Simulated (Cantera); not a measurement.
Feed: 1 mol BN, 28 mol HCl, 0.79 mol H2, at 39000 Pa.

Cantera equilibrium calculation (NASA polynomials, part measured and part estimated; ideal gas, pure solids and liquids). Candidate condensed phases: B, BN, NH4Cl; 21 gas species. Gases not in the tables: BHCl2. Equilibrium is a limit: real reactors are often held back by kinetics, nucleation or transport.

**Question.** What share of the B ends up in condensed phases as a function of T (K), at 850, 950, 1050, 1150, 1250, 1350, 1450, 1550, 1650, 1750, 1850, 1950, 2050?

**Answer.** 
```csv
T (K),B condensed (%),as
850,97.7,BN(s)
950,92.5,BN(s)
1050,82.1,BN(s)
1150,66.2,BN(s)
1250,45.8,BN(s)
1350,21.8,BN(s)
1450,0.0,-
1550,0.0,-
1650,0.0,-
1750,0.0,-
1850,0.0,-
1950,0.0,-
2050,0.0,-
```
